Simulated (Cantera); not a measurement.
Feed: 1 mol AlN, 4.3 mol Cl2, 0.59 mol N2, at 1125 K and 13.3 mbar.

Method: chemical equilibrium by Gibbs-energy minimisation in Cantera with the NASA 1993 tables (ideal gas, pure condensed phases). Candidate condensed phases: Al, AlCl3, AlN; 11 gas species. The numbers say what is thermodynamically allowed, not how fast it happens.

Base state: Cl2 0.562, N2 0.221, AlCl3 0.203, Cl 0.0133, Al2Cl6 1.19e-5 (mole fractions); condensed: gas only.

### Question
What changes in the equilibrium state with this change: pressure from 13.3 mbar to 0.620 bar?

### Answer
```csv
species,before,after
Cl2,0.562,0.571
N2,0.221,0.223
AlCl3,0.203,0.203
Cl,0.0133,0.00197
Al2Cl6,1.19e-5,0.000555
```
